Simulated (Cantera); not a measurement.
Charge: 1 mol FeS₂, 2300 mol H₂, 6.7 mol N₂, held at 2148.15 K and 300 Pa.

Equilibrium computed with Cantera from the NASA thermochemical tables; the gas is ideal and each condensed phase is pure. Candidate condensed phases: Fe, FeS, FeS₂, S; 16 gas species. Equilibrium is a limit: real reactors are often held back by kinetics, nucleation or transport.

Base state: H₂ 0.923, H 0.0732, N₂ 0.00280, S 0.000454, Fe 0.000417, SH 0.000295, H₂S 6.49e-5, S₂ 1.00e-5 (mole fractions); condensed: gas only.

Q: What changes in the equilibrium state with this change: pressure from 300 Pa to 790000 Pa?

A: 
| species | before | after |
|---|---|---|
| H₂ | 0.923 | 0.995 |
| N₂ | 0.00280 | 0.00290 |
| H | 0.0732 | 0.00148 |
| H₂S | 6.49e-5 | 0.000795 |
| Fe | 0.000417 | 0.000216 |
| S | 0.000454 | 1.96e-6 |
| S₂ | 1.00e-5 | 4.92e-7 |
| SH | 0.000295 | 6.79e-5 |
| Fe(l), mol | 0 | 0.502 |

Q: What changes in the equilibrium state with this change: pressure from 300 Pa to 100000 Pa?

A: 
| species | before | after |
|---|---|---|
| H₂ | 0.923 | 0.992 |
| H | 0.0732 | 0.00415 |
| N₂ | 0.00280 | 0.00290 |
| H₂S | 6.49e-5 | 0.000682 |
| Fe | 0.000417 | 0.000432 |
| S | 0.000454 | 1.33e-5 |
| S₂ | 1.00e-5 | 2.87e-6 |
| SH | 0.000295 | 0.000164 |

Q: What changes in the equilibrium state with this change: pressure from 300 Pa to 140 Pa?

A: 
| species | before | after |
|---|---|---|
| H₂ | 0.923 | 0.891 |
| H | 0.0732 | 0.105 |
| N₂ | 0.00280 | 0.00275 |
| S | 0.000454 | 0.000538 |
| Fe | 0.000417 | 0.000410 |
| H₂S | 6.49e-5 | 3.47e-5 |
| S₂ | 1.00e-5 | 6.57e-6 |
| SH | 0.000295 | 0.000235 |
